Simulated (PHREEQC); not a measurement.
**Acid mine or pickling water**

A made-up water analysis in mg/L, 25 °C, pH 3.15, pe 9: Na 328; K 0.337; Ca 46.6; Mg 208; Cl 268; S(6) as SO4 1320; Zn 1.05; B 2.74.

Valence states are taken as typed.

All values are PHREEQC results (ion-association model, phreeqc.dat), not measurements.

The ionic strength is 0.0438 mol/kgw. The specific conductance is 3120 µS/cm. The total alkalinity is -1.21 meq/kg and the charge-balance error comes out as -0.2 %.

```csv
species,molality,activity,log γ
Na+,0.0140,0.0116,-0.080
SO4-2,0.00971,0.00465,-0.319
Cl-,0.00758,0.00623,-0.085
Mg+2,0.00557,0.00278,-0.301
MgSO4,0.00301,0.00304,0.004
Ca+2,0.000830,0.000406,-0.310
H+,0.000824,0.000708,-0.066
HSO4-,0.000387,0.000320,-0.082
CaSO4,0.000333,0.000336,0.004
```

Precipitation was switched off in this run.
